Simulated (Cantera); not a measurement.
An adiabatic, constant-volume homogeneous reactor starts with CH3OH : O2 : N2 = 1 : 1.25 : 4.7 (molar parts), at 1323 K and 1000000 Pa. Integrator tolerance rtol = 1e-08.

Computed with Cantera and GRI-Mech 3.0 (53 species, 325 reactions). GRI-Mech 3.0 was tuned for natural gas; its chemistry of methanol as a main component is partial and can be far from experiment. Above 3000 K some thermodynamic fits are extrapolated.

Q: What does this change do: constant pressure in place of constant volume?

A: 
| quantity | before | after |
|---|---|---|
| time of steepest temperature rise | 0.214 ms | 0.224 ms |
| temperature at 0.100 s | 3049 K | 2801 K |
| equilibrium temperature | 3049 K | 2801 K |
| x(CH3OH) at 0.100 s | <1e-12 (gas-phase equilibrium <1e-12) | <1e-12 (gas-phase equilibrium <1e-12) |
| x(O2) at 0.100 s | 0.00632 (gas-phase equilibrium 0.00632) | 0.00394 (gas-phase equilibrium 0.00394) |
| x(H2O) at 0.100 s | 0.215 (gas-phase equilibrium 0.215) | 0.224 (gas-phase equilibrium 0.224) |
| x(C2H) at 0.100 s | <1e-12 (gas-phase equilibrium <1e-12) | <1e-12 (gas-phase equilibrium <1e-12) |
| x(C2H6) at 0.100 s | <1e-12 (gas-phase equilibrium <1e-12) | <1e-12 (gas-phase equilibrium <1e-12) |
| x(N2O) at 0.100 s | 1.92e-6 (gas-phase equilibrium 1.92e-6) | 6.83e-7 (gas-phase equilibrium 6.83e-7) |
